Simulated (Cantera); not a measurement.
A Cantera script and its output.

```python
import numpy as np
import cantera as ct

gas = ct.Solution("gri30.yaml")
gas.TP = 300, 44000
flame = ct.CounterflowDiffusionFlame(gas, width=0.02)
flame.fuel_inlet.X, flame.fuel_inlet.T = {'CH4': 1}, 500
flame.oxidizer_inlet.X, flame.oxidizer_inlet.T = {'O2': 0.19, 'N2': 0.81}, 675
flame.set_refine_criteria(ratio=3, slope=0.12, curve=0.24, prune=0.03)
show = ['OH', 'H', 'NO', 'CO', 'C2H2']

rows = []
print(f"{'mdot':>8s}{'a_max':>10s}{'a_mean':>10s}{'Tmax/K':>9s}" + "".join(f"{s:>11s}" for s in show) + "   (peak mole fractions)")
for i, mdot in enumerate([0.11, 0.15, 0.2, 0.27, 0.37, 0.5, 0.67, 0.91, 1.2, 1.7]):  # kg/m2/s on the oxidiser side
    flame.oxidizer_inlet.mdot, flame.fuel_inlet.mdot = mdot, 0.77 * mdot
    flame.solve(loglevel=0, auto=(i == 0))
    if flame.T.max() < max(500, 675) + 100:
        print(f"{mdot:8.3g}  no burning solution found from the previous one")
        break
    dT = np.abs(np.gradient(flame.T, flame.grid))
    rows.append([flame.strain_rate("max"), flame.strain_rate("mean"), flame.T.max(),
                 *(flame.X[gas.species_index(s)].max() for s in show), max(dT[0], dT[-1]) / dT.max()])
    print(f"{mdot:8.3g}{rows[-1][0]:10.1f}{rows[-1][1]:10.1f}{rows[-1][2]:9.1f}" + "".join(f"{x:11.3e}" for x in rows[-1][3:-1]))
```

It prints:

```
    mdot     a_max    a_mean   Tmax/K         OH          H         NO         CO       C2H2   (peak mole fractions)
    0.11     193.0      49.3   2043.0  8.056e-03  6.490e-03  2.202e-04  5.484e-02  1.300e-02
    0.15     256.1      67.3   2026.4  7.831e-03  6.639e-03  1.931e-04  5.421e-02  1.230e-02
     0.2     334.0      89.7   2013.2  7.651e-03  6.784e-03  1.685e-04  5.400e-02  1.166e-02
    0.27     441.7     121.1   2000.4  7.466e-03  6.922e-03  1.428e-04  5.414e-02  1.099e-02
    0.37     592.1     165.9   1980.6  7.125e-03  6.925e-03  1.131e-04  5.432e-02  9.983e-03
     0.5     784.2     224.2   1956.8  6.680e-03  6.777e-03  8.424e-05  5.472e-02  8.719e-03
    0.67    1031.1     300.4   1924.4  6.057e-03  6.378e-03  5.616e-05  5.522e-02  7.107e-03
    0.91    1366.5     408.0   1872.5  5.065e-03  5.472e-03  2.831e-05  5.552e-02  4.832e-03
     1.2  no burning solution found from the previous one
```

Detailed kinetics in Cantera: GRI-Mech 3.0 (53 species, 325 reactions). GRI-Mech 3.0 has no aromatics or soot, which form on the fuel side of real flames. The maximum strain rate includes the flame's own expansion and is several times the mean. A flux with no burning solution from the previous one only brackets extinction.
